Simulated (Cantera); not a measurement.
Mixture: CH₄ : C₂H₆ : C₃H₈ : O₂ : N₂ = 1 : 0.044 : 0.13 : 2.16 : 8.11 (molar parts), equivalence ratio 1.3, at 2600000 Pa, adiabatic and at constant pressure. Ignition delay is the time to a rise of 400 K.

Computed with Cantera and GRI-Mech 3.0 (53 species, 325 reactions). GRI-Mech 3.0 was tuned for natural gas; its chemistry of propane as a main component is partial and can be far from experiment. The pressure lies above the range GRI-Mech 3.0 was tuned for (to about 10 atm).

What does this change do: 0.014 parts H2 added?


```csv
quantity,before,after
delay at 1150 K,1.32 ms,1.16 ms
delay at 1300 K,0.208 ms,0.196 ms
delay at 1450 K,37.7 µs,36.7 µs
delay at 1600 K,9.20 µs,9.08 µs
apparent activation energy between 1525 and 1675 K,180 kJ/mol,170 kJ/mol
```

What does this change do: pressure from 2600000 Pa to 2100000 Pa?


```
quantity                                                before       after
--------------------------------------------------  ----------  ----------
delay at 1150 K                                        1.32 ms     1.64 ms
delay at 1300 K                                       0.208 ms    0.250 ms
delay at 1450 K                                        37.7 µs     43.8 µs
delay at 1600 K                                        9.20 µs     10.6 µs
apparent activation energy between 1525 and 1675 K  180 kJ/mol  180 kJ/mol
```
